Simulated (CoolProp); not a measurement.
Vapour-liquid equilibrium of toluene (1) + n-decane (2) at 331 K; x and y are mole fractions of (1).

Computed with CoolProp (multi-fluid Helmholtz-energy mixture model, Lemmon 2006 and Lemmon 2006; pair parameters Bell 2016).

```json
[
 {"x": "0.05", "bubble pressure, mixture model (MPa)": "0.002241", "bubble pressure, Raoult's law (MPa)": "0.002142", "y, mixture model": "0.423", "y, Raoult's law": "0.397"},
 {"x": "0.125", "bubble pressure, mixture model (MPa)": "0.003629", "bubble pressure, Raoult's law (MPa)": "0.003316", "y, mixture model": "0.672", "y, Raoult's law": "0.641"},
 {"x": "0.2", "bubble pressure, mixture model (MPa)": "0.005036", "bubble pressure, Raoult's law (MPa)": "0.004490", "y, mixture model": "0.784", "y, Raoult's law": "0.758"},
 {"x": "0.275", "bubble pressure, mixture model (MPa)": "0.006411", "bubble pressure, Raoult's law (MPa)": "0.005665", "y, mixture model": "0.846", "y, Raoult's law": "0.826"},
 {"x": "0.35", "bubble pressure, mixture model (MPa)": "0.007722", "bubble pressure, Raoult's law (MPa)": "0.006839", "y, mixture model": "0.884", "y, Raoult's law": "0.871"},
 {"x": "0.425", "bubble pressure, mixture model (MPa)": "0.008954", "bubble pressure, Raoult's law (MPa)": "0.008013", "y, mixture model": "0.911", "y, Raoult's law": "0.902"},
 {"x": "0.5", "bubble pressure, mixture model (MPa)": "0.01011", "bubble pressure, Raoult's law (MPa)": "0.009187", "y, mixture model": "0.930", "y, Raoult's law": "0.926"},
 {"x": "0.575", "bubble pressure, mixture model (MPa)": "0.01119", "bubble pressure, Raoult's law (MPa)": "0.01036", "y, mixture model": "0.944", "y, Raoult's law": "0.944"},
 {"x": "0.65", "bubble pressure, mixture model (MPa)": "0.01222", "bubble pressure, Raoult's law (MPa)": "0.01153", "y, mixture model": "0.956", "y, Raoult's law": "0.959"},
 {"x": "0.725", "bubble pressure, mixture model (MPa)": "0.01321", "bubble pressure, Raoult's law (MPa)": "0.01271", "y, mixture model": "0.967", "y, Raoult's law": "0.971"},
 {"x": "0.8", "bubble pressure, mixture model (MPa)": "0.01421", "bubble pressure, Raoult's law (MPa)": "0.01388", "y, mixture model": "0.976", "y, Raoult's law": "0.980"},
 {"x": "0.875", "bubble pressure, mixture model (MPa)": "0.01522", "bubble pressure, Raoult's law (MPa)": "0.01506", "y, mixture model": "0.985", "y, Raoult's law": "0.989"},
 {"x": "0.95", "bubble pressure, mixture model (MPa)": "0.01627", "bubble pressure, Raoult's law (MPa)": "0.01623", "y, mixture model": "0.994", "y, Raoult's law": "0.996"}
]
```

The largest gap from Raoult's law is +13.2 % in bubble pressure, at x = 0.275. No azeotrope shows between x = 0.05 and 0.95.

Pair parameters are fitted to limited data, so mixtures are less certain than the pure fluids.
